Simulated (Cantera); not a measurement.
Input: 1 mol Si, a varied amount of NF3, held at 475 K and 0.135 Torr.

Method: chemical equilibrium by Gibbs-energy minimisation in Cantera with the NASA 1993 tables (ideal gas, pure condensed phases). Candidate condensed phases: Si, Si3N4; 16 gas species. Kinetics and transport are ignored.

x: gas mole fraction; n: condensed amount in mol.

```tsv
n(NF3) (mol)	x SiF4	x NF3	x N2	x F2	x F	n Si3N4(s)
0.91	0.737	<1e-12	0.263	<1e-12	<1e-12	0.106
1.1	0.656	<1e-12	0.344	<1e-12	<1e-12	0.0583
1.4	0.577	0.0379	0.385	(withheld)	4.14e-6	0
1.7	0.491	0.178	0.328	(withheld)	7.12e-6	0
2.1	0.410	0.312	0.275	(withheld)	8.84e-6	0
2.7	0.329	0.446	0.221	(withheld)	1.03e-5	0
3.3	0.274	0.535	0.185	(withheld)	1.13e-5	0
4.1	0.225	0.617	0.152	(withheld)	1.22e-5	0
5	0.187	0.679	0.127	(withheld)	1.30e-5	0
```

### Question
Some entries are withheld; supply them.

### Answer

- 1.4, x F2: 0.000783
- 1.7, x F2: 0.00232
- 2.1, x F2: 0.00357
- 2.7, x F2: 0.00487
- 3.3, x F2: 0.00584
- 4.1, x F2: 0.00685
- 5, x F2: 0.00775
